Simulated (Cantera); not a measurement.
A closed system holds: 1 mol Si3N4, a varied amount of F2, 57 mol H2, equilibrated at 550 °C and 1.00 bar.

Method: chemical equilibrium by Gibbs-energy minimisation in Cantera with the NASA 1993 tables (ideal gas, pure condensed phases). Candidate condensed phases: Si, Si3N4; 37 gas species. Equilibrium is a limit: real reactors are often held back by kinetics, nucleation or transport.

Question: Which condensed phases are stable at each of these points (n(F2) (mol)): 1.8, 2.8, 3.8, 4.8, 5.8, 6.9, 7.9, 8.9, 9.9?

Answer: 
| n(F2) (mol) | condensed phases | Si condensed (%) |
|---|---|---|
| 1.8 | Si3N4(s) | 70.0 |
| 2.8 | Si3N4(s) | 53.3 |
| 3.8 | Si3N4(s) | 36.7 |
| 4.8 | Si3N4(s) | 20.0 |
| 5.8 | Si3N4(s) | 3.3 |
| 6.9 | gas only | 0.0 |
| 7.9 | gas only | 0.0 |
| 8.9 | gas only | 0.0 |
| 9.9 | gas only | 0.0 |

From 1.8 mol F2 to 5.8 mol F2 the condensed part is Si3N4(s). From 6.9 mol F2 to 9.9 mol F2 nothing is condensed.
